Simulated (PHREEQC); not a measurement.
# Hard or scaling water: an equilibrium model

Dissolve 0.15 mol/kgw MgCl2, 0.018 mol/kgw Na2SO4 and 0.14 mol/kgw MgSO4 at 25 °C. Closed to the air; pH follows from the charge balance.

Model: ion-association model, wateq4f.dat, run in PHREEQC.

Each row changes one thing in this solution. This is a speciation only: nothing precipitates in the calculation.

| case | pH | ionic strength (mol/kgw) | Mg+2 (mol/kgw) | MgSO4 (mol/kgw) | SO4-2 (mol/kgw) | Na+ (mol/kgw) | SI of Epsomite (MgSO4:7H2O) | SI of Halite (NaCl) |
|---|---|---|---|---|---|---|---|---|
| as made | 6.49 | 0.643 | 0.186 | 0.104 | 0.0519 | 0.0343 | -1.18 | -3.92 |
| temperature from 25 to 55 °C | 6.03 | 0.578 | 0.169 | 0.121 | 0.0358 | 0.0346 | -1.62 | -4.00 |
| 0.0038 mol/kgw HNO3 added | 2.86 | 0.648 | 0.187 | 0.103 | 0.0512 | 0.0343 | -1.19 | -3.92 |
| temperature from 25 to 35 °C | 6.33 | 0.618 | 0.179 | 0.111 | 0.0456 | 0.0344 | -1.33 | -3.95 |
| diluted 2-fold with water | 6.58 | 0.340 | 0.0973 | 0.0477 | 0.0307 | 0.0174 | -1.54 | -4.48 |
| diluted 10-fold with water | 6.74 | 0.0768 | 0.0216 | 0.00737 | 0.00837 | 0.00354 | -2.36 | -5.76 |
| MgSO4 from 0.14 to 0.07 mol/kgw | 6.47 | 0.553 | 0.163 | 0.0572 | 0.0297 | 0.0349 | -1.45 | -3.91 |

Constants without temperature data keep their 25 °C values here.
